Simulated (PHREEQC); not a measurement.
Consider water at 20 °C with 0.0038 mol/kgw NH4HF2, 0.075 mol/kgw (NH4)2SiF6 and 0.065 mol/kgw HBF4. Closed to the air; pH follows from the charge balance.

All values are PHREEQC results (ion-association model, phreeqc.dat), not measurements.

```
Property                   Value
-----------------  -------------
pH                          1.32
ionic strength     0.289 mol/kgw
activity of water          0.994
total alkalinity     -564 meq/kg
```

```json
[
 {"species": "NH4+", "molality": "0.154", "activity": "0.0996", "log γ": "-0.189"},
 {"species": "SiF6-2", "molality": "0.0750", "activity": "0.0198", "log γ": "-0.578"},
 {"species": "BF4-", "molality": "0.0624", "activity": "0.0459", "log γ": "-0.133"},
 {"species": "H+", "molality": "0.0605", "activity": "0.0475", "log γ": "-0.105"},
 {"species": "HF", "molality": "0.0129", "activity": "0.0138", "log γ": "0.029"},
 {"species": "BF3OH-", "molality": "0.00150", "activity": "0.00110", "log γ": "-0.133"},
 {"species": "H3BO3", "molality": "0.000963", "activity": "0.00103", "log γ": "0.029"},
 {"species": "F-", "molality": "0.000313", "activity": "0.000212", "log γ": "-0.168"}
]
```

No solid was allowed to form. Species that the database lacks are ignored. SiF6-2 is the database's only silicon fluoride. Real BF4- forms and hydrolyses slowly; the run takes it at equilibrium.
